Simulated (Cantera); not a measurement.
Predominance diagram of Li at 1600 K against the partial pressures of O₂ and Cl₂ (log10, bar). Standard-state values (1 bar) from the NASA 1993 polynomials, evaluated with Cantera. Candidates: Li(l), LiCl(l), Li₂O(s). Only these pure phases compete in this equilibrium. Not in the tables: the peroxide.

Task: Which phase is stable at these pairs, and which metal-bearing vapour leads over it? (0.2, 0); (1, -8.2); (-6.1, -1.6); (-8.4, -4.9); (0.2, -4.9); (-8.4, -1.6); (-9.2, -4.1)

Result: 
```json
[
 {"log p(O₂)": "0.2", "log p(Cl₂)": "0", "phase": "LiCl(l)", "chief vapour": "LiCl", "log p (bar)": "-0.3"},
 {"log p(O₂)": "1", "log p(Cl₂)": "-8.2", "phase": "Li₂O(s)", "chief vapour": "LiCl", "log p (bar)": "-1.2"},
 {"log p(O₂)": "-6.1", "log p(Cl₂)": "-1.6", "phase": "LiCl(l)", "chief vapour": "LiCl", "log p (bar)": "-0.3"},
 {"log p(O₂)": "-8.4", "log p(Cl₂)": "-4.9", "phase": "LiCl(l)", "chief vapour": "LiCl", "log p (bar)": "-0.3"},
 {"log p(O₂)": "0.2", "log p(Cl₂)": "-4.9", "phase": "LiCl(l)", "chief vapour": "LiCl", "log p (bar)": "-0.3"},
 {"log p(O₂)": "-8.4", "log p(Cl₂)": "-1.6", "phase": "LiCl(l)", "chief vapour": "LiCl", "log p (bar)": "-0.3"},
 {"log p(O₂)": "-9.2", "log p(Cl₂)": "-4.1", "phase": "LiCl(l)", "chief vapour": "LiCl", "log p (bar)": "-0.3"}
]
```
